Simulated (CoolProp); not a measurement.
Saturation properties of octamethylcyclotetrasiloxane (D4).

Model: reference Helmholtz-energy equation of state, Thol 2015, in CoolProp.

```tsv
T (K)	p (kPa)	liquid cp (kJ/(kg K))	surface tension (mN/m)
380.1	11.56	[?]	12.0
397	[?]	[?]	10.9
414	37.91	[?]	9.69
430.9	62.62	1.951	8.56
447.9	98.80	1.994	7.44
464.8	149.2	2.038	[?]
481.7	217.4	2.085	[?]
498.7	307.9	2.138	[?]
```

Question: Some entries are withheld; supply them.

Answer: 
- 380.1, liquid cp (kJ/(kg K)): 1.831
- 397, p (kPa): 21.61
- 397, liquid cp (kJ/(kg K)): 1.870
- 414, liquid cp (kJ/(kg K)): 1.910
- 464.8, surface tension (mN/m): 6.36
- 481.7, surface tension (mN/m): 5.31
- 498.7, surface tension (mN/m): 4.29

It boils at 448.9 K under 1 atm.

Surface tension comes from a separate correlation (Mulero 2014), older than this fluid's equation and unchecked against measurements.
